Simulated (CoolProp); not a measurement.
Properties of R1233zd(E) at several states (Tc = 438.9 K, pc = 3.583 MPa, ω = 0.304).

Computed with CoolProp (reference Helmholtz-energy equation of state, Akasaka 2022).

```
T (K)  p (MPa)   phase  density (kg/m³)  cp (kJ/(kg K))  cv (kJ/(kg K))  Joule-Thomson coefficient (K/MPa)
-----  -------  ------  ---------------  --------------  --------------  ---------------------------------
341.9     19.7  liquid             1223           1.209          0.8782                            -0.2833
426.3    0.691     gas                ?          0.9974               ?                                  ?
220.9    0.167  liquid             1434           1.046          0.7224                                  ?
375.4    0.014     gas           0.5867          0.8953          0.8309                              15.05
262.1     17.6  liquid             1378           1.093          0.7782                                  ?
```

**Question.** Complete the blanks.

**Answer.** 
- 426.3, density (kg/m³): 27.65
- 426.3, cv (kJ/(kg K)): 0.9033
- 426.3, Joule-Thomson coefficient (K/MPa): 11.75
- 220.9, Joule-Thomson coefficient (K/MPa): -0.4532
- 262.1, Joule-Thomson coefficient (K/MPa): -0.4185
